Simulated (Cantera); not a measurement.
A perfectly stirred reactor is fed with NO : N₂ = 1 : 0.47 (molar parts), at 0.280 bar; it is held at 2175 K, and followed from long to short residence time.

Detailed kinetics in Cantera: GRI-Mech 3.0 (53 species, 325 reactions).

x: mole fraction; the columns are a selection and need not sum to one.

| τ (s) | x NO | x O₂ | x NO₂ | x N₂ | x O | x N₂O |
|---|---|---|---|---|---|---|
| 1.1 | 0.143 | 0.267 | 0.000113 | 0.587 | 0.00228 | 7.73e-6 |
| 0.47 | 0.247 | 0.215 | 0.000174 | 0.536 | 0.00207 | 2.30e-5 |
| 0.20 | 0.391 | 0.143 | 0.000226 | 0.464 | 0.00173 | 6.02e-5 |
| 0.085 | … | … | 0.000226 | … | … | … |
| 0.036 | 0.615 | … | … | 0.352 | … | … |
| 0.015 | 0.654 | 0.0125 | 0.000146 | 0.333 | 0.000754 | 0.000191 |
| 0.0066 | 0.669 | 0.00501 | 0.000121 | 0.325 | 0.000632 | 0.000197 |
| 0.0028 | 0.676 | 0.00179 | 0.000102 | 0.322 | 0.000531 | 0.000187 |

Task: Complete the blanks.

Result: 
- 0.085, x NO: 0.529
- 0.085, x O₂: 0.0745
- 0.085, x N₂: 0.395
- 0.085, x O: 0.00132
- 0.085, x N₂O: 0.000117
- 0.036, x O₂: 0.0320
- 0.036, x NO₂: 0.000185
- 0.036, x O: 0.000972
- 0.036, x N₂O: 0.000165
